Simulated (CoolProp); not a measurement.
Ethanol at 298.15 K and 2.13 MPa is throttled through a valve to 1.35 MPa with no heat exchange. Each further row changes one setting.

Computed with CoolProp (reference Helmholtz-energy equation of state, Schroeder 2014).

| case | temperature change (K) | final density (kg/m³) |
|---|---|---|
| as stated | +0.3 | 786 |
| outlet pressure 0.405 MPa | +0.6 | 785 |
| outlet pressure 1.76 MPa | +0.1 | 787 |
